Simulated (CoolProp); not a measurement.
Vapour-liquid equilibrium of n-butane (1) + trans-2-butene (2) at 361.2 K; x and y are mole fractions of (1).

The numbers come from the multi-fluid Helmholtz-energy mixture model, Bücker 2006 and Lemmon 2005; pair parameters Bell 2016 in CoolProp.

| x | bubble pressure, mixture model (MPa) | bubble pressure, Raoult's law (MPa) | y, mixture model | y, Raoult's law |
|---|---|---|---|---|
| 0.05 | 1.186 | 1.183 | 0.052 | 0.051 |
| 0.125 | 1.192 | 1.184 | 0.130 | 0.127 |
| 0.2 | 1.196 | 1.185 | 0.205 | 0.202 |
| 0.275 | 1.200 | 1.187 | 0.280 | 0.278 |
| 0.35 | 1.203 | 1.188 | 0.354 | 0.354 |
| 0.425 | 1.205 | 1.189 | 0.428 | 0.429 |
| 0.5 | 1.206 | 1.191 | 0.502 | 0.504 |
| 0.575 | 1.206 | 1.192 | 0.575 | 0.579 |
| 0.65 | 1.206 | 1.194 | 0.649 | 0.653 |
| 0.725 | 1.206 | 1.195 | 0.724 | 0.728 |
| 0.8 | 1.205 | 1.196 | 0.798 | 0.802 |
| 0.875 | 1.203 | 1.198 | 0.874 | 0.877 |
| 0.95 | 1.201 | 1.199 | 0.949 | 0.951 |

The largest gap from Raoult's law is +1.3 % in bubble pressure, at x = 0.425. y crosses x between x = 0.575 and 0.65: the model has an azeotrope there.

The pair parameters rest on a limited set of measurements; away from them the model extrapolates.
